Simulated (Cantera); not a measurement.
A perfectly stirred reactor is fed with NH3 : H2 = 1 : 0.49 (molar parts), at 0.0898 atm; it is held at 1725 K, and followed from long to short residence time.

Detailed kinetics in Cantera: the gas-phase N/H chemistry of the illustrative SiF4/NH3 mechanism in the Surface Chemkin manual (1991). Walls and surfaces, which speed up NH3 decomposition in real reactors, are not modelled.

Task: What does this change do: temperature 1725 to 1550 K?

Result: 
```csv
quantity,before,after
x(NH3) at τ = 23.0 s,0.164,0.521
x(H2) at τ = 23.0 s,0.684,0.434
x(H) at τ = 23.0 s,0.000152,2.21e-5
x(N2H2) at τ = 23.0 s,2.02e-7,3.47e-7
x(N2H4) at τ = 23.0 s,5.00e-9,1.84e-8
x(NH3) at τ = 0.100 s,0.661,0.670
x(H2) at τ = 0.100 s,0.336,0.329
x(H) at τ = 0.100 s,4.59e-5,1.35e-5
x(N2H2) at τ = 0.100 s,1.37e-6,3.98e-7
x(N2H4) at τ = 0.100 s,3.06e-8,1.97e-8
```

Task: What does this change do: temperature 1725 to 1998 K?

Result: 
```tsv
quantity	before	after
x(NH3) at τ = 23.0 s	0.164	0.00617
x(H2) at τ = 23.0 s	0.684	0.793
x(H) at τ = 23.0 s	0.000152	0.00211
x(N2H2) at τ = 23.0 s	2.02e-7	2.63e-8
x(N2H4) at τ = 23.0 s	5.00e-9	9.71e-11
x(NH3) at τ = 0.100 s	0.661	0.488
x(H2) at τ = 0.100 s	0.336	0.456
x(H) at τ = 0.100 s	4.59e-5	0.000265
x(N2H2) at τ = 0.100 s	1.37e-6	3.45e-6
x(N2H4) at τ = 0.100 s	3.06e-8	2.89e-8
```

Task: What does this change do: pressure from 0.0898 atm to 0.632 atm?

Result: 
| quantity | before | after |
|---|---|---|
| x(NH3) at τ = 23.0 s | 0.164 | 0.0763 |
| x(H2) at τ = 23.0 s | 0.684 | 0.746 |
| x(H) at τ = 23.0 s | 0.000152 | 0.000149 |
| x(N2H2) at τ = 23.0 s | 2.02e-7 | 3.30e-8 |
| x(N2H4) at τ = 23.0 s | 5.00e-9 | 6.18e-9 |
| x(NH3) at τ = 0.100 s | 0.661 | 0.627 |
| x(H2) at τ = 0.100 s | 0.336 | 0.359 |
| x(H) at τ = 0.100 s | 4.59e-5 | 4.14e-5 |
| x(N2H2) at τ = 0.100 s | 1.37e-6 | 8.26e-7 |
| x(N2H4) at τ = 0.100 s | 3.06e-8 | 1.38e-7 |
